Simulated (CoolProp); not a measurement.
Vapour-liquid equilibrium of R143a (1) + R1234yf (2) at 1.32 MPa; x and y are mole fractions of (1).

Computed with CoolProp (multi-fluid Helmholtz-energy mixture model, Lemmon and Jacobsen 2000 and Lemmon 2022; pair parameters Bell 2016).

```json
[
 {"x": "0.05", "bubble temperature, mixture model (°C)": "48.9", "bubble temperature, Raoult's law (°C)": "49.0", "y, mixture model": "0.074", "y, Raoult's law": "0.085"},
 {"x": "0.125", "bubble temperature, mixture model (°C)": "46.6", "bubble temperature, Raoult's law (°C)": "46.7", "y, mixture model": "0.179", "y, Raoult's law": "0.203"},
 {"x": "0.2", "bubble temperature, mixture model (°C)": "44.4", "bubble temperature, Raoult's law (°C)": "44.5", "y, mixture model": "0.275", "y, Raoult's law": "0.309"},
 {"x": "0.275", "bubble temperature, mixture model (°C)": "42.4", "bubble temperature, Raoult's law (°C)": "42.5", "y, mixture model": "0.365", "y, Raoult's law": "0.405"},
 {"x": "0.35", "bubble temperature, mixture model (°C)": "40.4", "bubble temperature, Raoult's law (°C)": "40.5", "y, mixture model": "0.448", "y, Raoult's law": "0.492"},
 {"x": "0.425", "bubble temperature, mixture model (°C)": "38.6", "bubble temperature, Raoult's law (°C)": "38.7", "y, mixture model": "0.526", "y, Raoult's law": "0.571"},
 {"x": "0.5", "bubble temperature, mixture model (°C)": "36.8", "bubble temperature, Raoult's law (°C)": "36.9", "y, mixture model": "0.599", "y, Raoult's law": "0.644"},
 {"x": "0.575", "bubble temperature, mixture model (°C)": "35.1", "bubble temperature, Raoult's law (°C)": "35.2", "y, mixture model": "0.668", "y, Raoult's law": "0.710"},
 {"x": "0.65", "bubble temperature, mixture model (°C)": "33.5", "bubble temperature, Raoult's law (°C)": "33.5", "y, mixture model": "0.734", "y, Raoult's law": "0.772"},
 {"x": "0.725", "bubble temperature, mixture model (°C)": "32.0", "bubble temperature, Raoult's law (°C)": "32.0", "y, mixture model": "0.796", "y, Raoult's law": "0.828"},
 {"x": "0.8", "bubble temperature, mixture model (°C)": "30.5", "bubble temperature, Raoult's law (°C)": "30.5", "y, mixture model": "0.855", "y, Raoult's law": "0.880"},
 {"x": "0.875", "bubble temperature, mixture model (°C)": "29.0", "bubble temperature, Raoult's law (°C)": "29.0", "y, mixture model": "0.911", "y, Raoult's law": "0.928"},
 {"x": "0.95", "bubble temperature, mixture model (°C)": "27.6", "bubble temperature, Raoult's law (°C)": "27.6", "y, mixture model": "0.965", "y, Raoult's law": "0.972"}
]
```

The largest gap from Raoult's law is -0.1 K in bubble temperature, at x = 0.35. No azeotrope shows between x = 0.05 and 0.95.

Pair parameters are fitted to limited data, so mixtures are less certain than the pure fluids.
